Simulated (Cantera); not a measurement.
Cantera run:

```python
import numpy as np
import cantera as ct

gas_names = """
    CL CL2 H HCL H2 Si SiCL SiCL2 SiCL3 SiCL4 SiH SiHCL3 SiH2 SiH2CL2 SiH3 SiH3CL SiH4 Si2 Si3
""".split()
cond_names = """
    Si(cr) Si(L)
""".split()


# ... load() reads the species with a 1 bar reference pressure and builds the phases ...
atoms = {
    'Si2Cl6': {'Si': 2, 'CL': 6},
    'HCl': {'H': 1, 'CL': 1},
    'H2': {'H': 2},
}
top_T = {}  # K; cautious upper limits of use, not melting points


# ... equilibrate(T, P, feed) seeds the gas with the atoms and calls Mixture.equilibrate('TP', solver="vcs", rtol=1e-11, max_steps=5000) ...
results = []
feed = {'Si2Cl6': 1, 'HCl': 0.29, 'H2': 66}  # mol
P = 133.322  # Pa
for T in [823, 873, 923, 973, 1023, 1073, 1123]:
    mix = equilibrate(T, P, feed)
    results.append((T, P, feed, dict(zip(mix.species_names, mix.species_moles))))

top = {s: max(r[3][s] / sum(r[3][g] for g in gas_names) for r in results) for s in gas_names}
cols = sorted((s for s in top if top[s] > 1e-06), key=lambda s: -top[s])[:8]
seen = [c for c in cond_names if any(r[3].get(c, 0) > 1e-12 for r in results)]
print("log10 of partial pressures in bar; condensed amounts in mol")
print(f"{'T/K':>10s}" + "".join(f"{s[:9]:>10s}" for s in cols + seen))
for T, P, feed, n in results:
    ng = sum(n[g] for g in gas_names)
    print(f"{T:10.4g}" + "".join(f"{np.log10(max(n[s] / ng * P / 1e5, 1e-99)):10.3f}" for s in cols)
          + "".join(f"{n.get(c, 0):10.4g}" for c in seen))
```

Output:

```
log10 of partial pressures in bar; condensed amounts in mol
       T/K        H2       HCL     SiCL4     SiCL2    SiHCL3     SiCL3   SiH2CL2         H    Si(cr)
       823    -2.888    -5.057    -4.598    -7.184    -5.348    -6.868    -7.173   -12.579    0.4769
       873    -2.890    -4.807    -4.629    -6.621    -5.381    -6.510    -7.173   -11.775    0.5614
       923    -2.892    -4.592    -4.682    -6.134    -5.431    -6.211    -7.188   -11.058    0.6784
       973    -2.896    -4.410    -4.772    -5.719    -5.508    -5.974    -7.224   -10.414     0.821
      1023    -2.900    -4.265    -4.921    -5.380    -5.629    -5.813    -7.292    -9.833    0.9672
      1073    -2.904    -4.160    -5.161    -5.126    -5.817    -5.745    -7.407    -9.306     1.084
      1123    -2.908    -4.097    -5.513    -4.962    -6.090    -5.785    -7.578    -8.825     1.147
```

These are equilibrium values from Cantera (NASA tables, ideal gas, pure condensed phases), not measurements of a reactor. The feed counts by its element totals alone. The tables' values for SiCl3 are old estimates; treat these amounts as uncertain.
